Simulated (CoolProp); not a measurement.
Vapour-liquid equilibrium of R113 (1) + acetone (2) at 402.5 K; x and y are mole fractions of (1).

Computed with CoolProp (multi-fluid Helmholtz-energy mixture model, Marx 1992 and Lemmon 2006; pair parameters Bell 2016).

| x | bubble pressure, mixture model (bar) | bubble pressure, Raoult's law (bar) | y, mixture model | y, Raoult's law |
|---|---|---|---|---|
| 0.05 | 7.811 | 7.493 | 0.084 | 0.055 |
| 0.2 | 8.614 | 7.612 | ___ | 0.217 |
| 0.35 | ___ | 7.730 | 0.409 | 0.373 |
| 0.5 | 9.328 | 7.849 | 0.523 | 0.525 |
| 0.65 | ___ | 7.967 | ___ | 0.673 |
| 0.8 | 9.115 | 8.086 | ___ | 0.816 |
| 0.95 | 8.544 | 8.205 | 0.925 | 0.955 |

Task: Fill in the missing entries.

Result: 
- 0.2, y, mixture model: 0.273
- 0.35, bubble pressure, mixture model (bar): 9.094
- 0.65, bubble pressure, mixture model (bar): 9.343
- 0.65, y, mixture model: 0.634
- 0.8, y, mixture model: 0.758

The largest gap from Raoult's law is +18.8 % in bubble pressure, at x = 0.5. y crosses x between x = 0.5 and 0.65: the model has an azeotrope there.

The pair parameters rest on a limited set of measurements; away from them the model extrapolates.
